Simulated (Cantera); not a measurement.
## Chemical vapour transport: Fe3O4 + Cl2

Feed: 1 mol Fe3O4, 0.23 mol Cl2, held at 0.0133 bar.

These are equilibrium values from Cantera (NASA tables, ideal gas, pure condensed phases), not measurements of a reactor. Candidate condensed phases: Fe, FeCl2, FeCl3, FeO, Fe2O3, Fe3O4; 13 gas species. Mutual solubility and eutectic melting of coexisting phases are not modelled. Rates play no part.

```csv
T (°C),x FeCl2,x O2,x FeCl3,x Cl,x Cl2,n Fe2O3(s),n Fe3O4(s)
900,0.746,1.12e-5,0.240,0.00216,0.00495,0.817,0.387
925,0.765,3.06e-5,0.220,0.00319,0.00632,0.823,0.383
950,0.782,8.04e-5,0.201,0.00462,0.00796,0.827,0.379
975,0.796,0.000203,0.184,0.00660,0.00990,0.831,0.377
1000,0.808,0.000494,0.168,0.00927,0.0122,0.834,0.375
1025,0.816,0.00116,0.153,0.0129,0.0148,0.834,0.374
1050,0.821,0.00264,0.139,0.0176,0.0179,0.833,0.375
1075,0.822,0.00581,0.126,0.0237,0.0212,0.828,0.379
1100,0.816,0.0124,0.114,0.0314,0.0249,0.816,0.386
1125,0.802,0.0259,0.101,0.0411,0.0288,0.793,0.402
1150,0.774,0.0525,0.0877,0.0528,0.0325,0.747,0.433
1175,0.722,0.104,0.0726,0.0661,0.0352,0.654,0.496
1200,0.630,0.200,0.0545,0.0793,0.0356,0.449,0.634
1225,0.495,0.353,0.0342,0.0874,0.0307,0,0.935
```
x: gas mole fraction; n: condensed amount in mol.

From 900 °C to 1200 °C the condensed part is Fe2O3(s) + Fe3O4(s). At 1225 °C the condensed part is Fe3O4(s). The main Fe-bearing gas is FeCl2 throughout.
